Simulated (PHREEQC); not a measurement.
Dissolve 0.067 mol/kgw NaOH, 4.8e-05 mol/kgw H3BO3 and 0.055 mol/kgw K2CO3 at 20 °C. Closed to the air; pH follows from the charge balance.

Model: ion-association model, phreeqc.dat, run in PHREEQC.

Task: The ionic strength comes out as 0.210 mol/kgw. What activity coefficients do NaCO3-, CO3-2, OH-, K+, Na+ get?

Result: NaCO3- 0.75, CO3-2 0.31, OH- 0.70, K+ 0.71, Na+ 0.75.

No solid was allowed to form. Species that the database lacks are ignored.
